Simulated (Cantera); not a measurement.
## Stirred combustor or abatement burner

A perfectly stirred reactor is fed with 2.38 % CH₄, 1.10 % C₂H₆, 2.62 % C₃H₈, 19.7 % O₂, 74.2 % N₂, equivalence ratio 1.1, at 750 Torr; it is adiabatic with a 750 K inlet, and is followed from long to short residence time, starting on the burning branch (τ in s: 0.063, 0.028, 0.013, 0.0057, 0.0026, 0.0012, 0.00052, 0.00024, 0.00011, 4.8e-05, 2.2e-05).

Computed with Cantera and GRI-Mech 3.0 (53 species, 325 reactions). GRI-Mech 3.0 was tuned for natural gas; its chemistry of propane as a main component is partial and can be far from experiment.

```json
[
 {"τ (s)": "0.063", "T (K)": "2466", "x CH₄": "6.98e-7", "x C₂H₆": "2.44e-8", "x C₃H₈": "7.05e-8", "x C₂H₄": "2.59e-7", "x CH₂O": "3.38e-7", "x CH₂CO": "6.12e-8", "x NO": "0.00249"},
 {"τ (s)": "0.028", "T (K)": "2456", "x CH₄": "1.41e-6", "x C₂H₆": "5.47e-8", "x C₃H₈": "1.52e-7", "x C₂H₄": "5.39e-7", "x CH₂O": "7.01e-7", "x CH₂CO": "1.34e-7", "x NO": "0.00213"},
 {"τ (s)": "0.013", "T (K)": "2437", "x CH₄": "2.60e-6", "x C₂H₆": "1.17e-7", "x C₃H₈": "3.07e-7", "x C₂H₄": "1.03e-6", "x CH₂O": "1.34e-6", "x CH₂CO": "2.79e-7", "x NO": "0.00170"},
 {"τ (s)": "0.0057", "T (K)": "2406", "x CH₄": "4.79e-6", "x C₂H₆": "2.62e-7", "x C₃H₈": "6.36e-7", "x C₂H₄": "1.93e-6", "x CH₂O": "2.57e-6", "x CH₂CO": "6.04e-7", "x NO": "0.00122"},
 {"τ (s)": "0.0026", "T (K)": "2363", "x CH₄": "8.47e-6", "x C₂H₆": "5.60e-7", "x C₃H₈": "1.25e-6", "x C₂H₄": "3.37e-6", "x CH₂O": "4.64e-6", "x CH₂CO": "1.25e-6", "x NO": "0.000818"},
 {"τ (s)": "0.0012", "T (K)": "2313", "x CH₄": "1.52e-5", "x C₂H₆": "1.17e-6", "x C₃H₈": "2.42e-6", "x C₂H₄": "5.74e-6", "x CH₂O": "8.38e-6", "x CH₂CO": "2.50e-6", "x NO": "0.000524"},
 {"τ (s)": "0.00052", "T (K)": "2256", "x CH₄": "3.02e-5", "x C₂H₆": "2.62e-6", "x C₃H₈": "5.06e-6", "x C₂H₄": "1.06e-5", "x CH₂O": "1.64e-5", "x CH₂CO": "5.25e-6", "x NO": "0.000323"},
 {"τ (s)": "0.00024", "T (K)": "2203", "x CH₄": "6.09e-5", "x C₂H₆": "5.65e-6", "x C₃H₈": "1.05e-5", "x C₂H₄": "2.03e-5", "x CH₂O": "3.22e-5", "x CH₂CO": "1.06e-5", "x NO": "0.000215"},
 {"τ (s)": "0.00011", "T (K)": "2150", "x CH₄": "0.000136", "x C₂H₆": "1.30e-5", "x C₃H₈": "2.35e-5", "x C₂H₄": "4.48e-5", "x CH₂O": "6.81e-5", "x CH₂CO": "2.32e-5", "x NO": "0.000147"},
 {"τ (s)": "4.8e-5", "T (K)": "2072", "x CH₄": "0.000397", "x C₂H₆": "3.81e-5", "x C₃H₈": "6.76e-5", "x C₂H₄": "0.000145", "x CH₂O": "0.000174", "x CH₂CO": "6.53e-5", "x NO": "8.96e-5"},
 {"τ (s)": "2.2e-5", "T (K)": "750", "x CH₄": "0.0238", "x C₂H₆": "0.0110", "x C₃H₈": "0.0262", "x C₂H₄": "<1e-12", "x CH₂O": "<1e-12", "x CH₂CO": "<1e-12", "x NO": "<1e-12"}
]
```
x: mole fraction; the columns are a selection and need not sum to one.
